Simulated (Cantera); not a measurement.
An adiabatic, constant-pressure homogeneous reactor starts with CH₄ : H₂ : O₂ : N₂ : H₂O = 1 : 0.066 : 2.36 : 8.89 : 1 (molar parts), equivalence ratio 0.86, at 1525 K and 14300 Torr.

Computed with Cantera and GRI-Mech 3.0 (53 species, 325 reactions). The pressure lies above the range GRI-Mech 3.0 was tuned for (to about 10 atm).

Question: Predict: time of steepest temperature rise; temperature at 8.00 s; equilibrium temperature; x(H₂) at 8.00 s; x(O₂) at 8.00 s; x(HCO) at 8.00 s; x(H) at 8.00 s.

Answer: 
```json
{
  "time_of_steepest_temperature_rise": "65.7 µs",
  "temperature at 8.00 s": "2782 K",
  "equilibrium_temperature": "2782 K",
  "x(H₂) at 8.00 s": "0.00643 (gas-phase equilibrium 0.00643)",
  "x(O₂) at 8.00 s": "0.0244 (gas-phase equilibrium 0.0244)",
  "x(HCO) at 8.00 s": "3.37e-8 (gas-phase equilibrium 3.37e-8)",
  "x(H) at 8.00 s": "0.00143 (gas-phase equilibrium 0.00143)"
}
```
